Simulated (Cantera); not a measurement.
Charge: 1 mol CH2F2, 0.021 mol CH4, at 1648 K and 10.0 mbar.

Cantera equilibrium calculation (NASA polynomials, part measured and part estimated; ideal gas, pure solids and liquids). Candidate condensed phases: C, C6H6, C7H8, C8H18; 95 gas species. The numbers say what is thermodynamically allowed, not how fast it happens.

Base state: HF 0.979, H2 0.0205, H 0.000128 (mole fractions); condensed: C(graphite).

Problem. What changes in the equilibrium state with this change: CH4 from 0.021 to 0.016 mol?

Solution. 
```json
[
 {"species": "HF", "before": "0.979", "after": "0.984"},
 {"species": "H2", "before": "0.0205", "after": "0.0157"},
 {"species": "H", "before": "0.000128", "after": "0.000112"},
 {"species": "C(graphite), mol", "before": "1.02", "after": "1.02"}
]
```
